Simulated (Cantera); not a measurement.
A closed system holds: 1 mol PH3, 9.3 mol H2, 1.3 mol O2, at 2250 K.

These are equilibrium values from Cantera (NASA tables, ideal gas, pure condensed phases), not measurements of a reactor. Candidate condensed phases: H2O, P, P4O10; 17 gas species. Gases not in the tables: HPO2, HPO3 and P4O6. Rates play no part.

Problem. At 1400 Pa, list the 6 most abundant gas species with their mole fractions, and the condensed phases.

Solution. H2 0.742, H2O 0.121, PO 0.0668, H 0.0541, PO2 0.0126, OH 0.00133. Condensed: gas only.
